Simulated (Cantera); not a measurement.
A perfectly stirred reactor is fed with 35.3 % H2, 13.6 % O2, 51.1 % N2, at 2480 Torr; it is adiabatic with a 525 K inlet, and is followed from long to short residence time, starting on the burning branch (τ in s: 0.23, 0.086, 0.031, 0.011, 0.0042, 0.0015, 0.00055, 0.0002, 7.3e-05).

Model: GRI-Mech 3.0 (53 species, 325 reactions), integrated in Cantera. The hydrogen kinetics of GRI-Mech 3.0 are dated; newer H2 mechanisms differ, most at raised pressure.

One state of this run: T (K) = 2448; x H2 = 0.0934; x O2 = 0.000604; x NO2 = 1.20e-8; x H2O2 = 1.35e-7; x O = 0.000312; x NO = 0.000245; x H = 0.00827. x: mole fraction; the columns are a selection and need not sum to one.

### Question
Which value of τ (s) does it belong to?
A) 0.031
B) 0.23
C) 0.011
D) 0.0015

### Answer
D, 0.0015
